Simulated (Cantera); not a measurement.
A perfectly stirred reactor is fed with 2.25 % C2H4, 16.9 % O2, 63.4 % N2, 8.99 % H2O, 8.54 % H2, equivalence ratio 0.65, at 750 Torr; it is adiabatic with a 750 K inlet, and is followed from long to short residence time, starting on the burning branch (τ in s: 0.022, 0.0084, 0.0032, 0.0012, 0.00046, 0.00018, 6.6e-05, 2.5e-05, 9.6e-06).

Cantera simulation using GRI-Mech 3.0 (53 species, 325 reactions); the numbers are that mechanism's predictions, not measurements. GRI-Mech 3.0 was tuned for natural gas; its chemistry of ethylene as a main component is partial and can be far from experiment.

x: mole fraction; the columns are a selection and need not sum to one.

| τ (s) | T (K) | x C2H4 | x O2 | x H2O | x H2O2 | x NO |
|---|---|---|---|---|---|---|
| 0.022 | 2094 | 2.96e-6 | 0.0604 | 0.226 | 1.62e-7 | 0.000193 |
| 0.0084 | 2076 | 5.88e-6 | 0.0607 | 0.224 | 1.92e-7 | 0.000112 |
| 0.0032 | 2045 | 1.10e-5 | 0.0612 | 0.221 | 2.50e-7 | 6.75e-5 |
| 0.0012 | 1994 | 2.05e-5 | 0.0622 | 0.217 | 3.51e-7 | 4.10e-5 |
| 0.00046 | 1922 | 3.94e-5 | 0.0640 | 0.211 | 5.13e-7 | 2.72e-5 |
| 0.00018 | 1829 | (withheld) | 0.0669 | 0.205 | (withheld) | (withheld) |
| 6.6e-5 | 1708 | 0.000208 | 0.0723 | 0.197 | 1.37e-6 | 1.12e-5 |
| 2.5e-5 | (withheld) | (withheld) | (withheld) | 0.186 | (withheld) | (withheld) |
| 9.6e-6 | 750 | 0.0225 | 0.169 | 0.0899 | <1e-12 | <1e-12 |

Task: Some entries are withheld; supply them.

Result: 
- 0.00018, x C2H4: 8.15e-5
- 0.00018, x H2O2: 7.91e-7
- 0.00018, x NO: 1.91e-5
- 2.5e-5, T (K): 1565
- 2.5e-5, x C2H4: 0.000700
- 2.5e-5, x O2: 0.0835
- 2.5e-5, x H2O2: 2.49e-6
- 2.5e-5, x NO: 4.17e-6
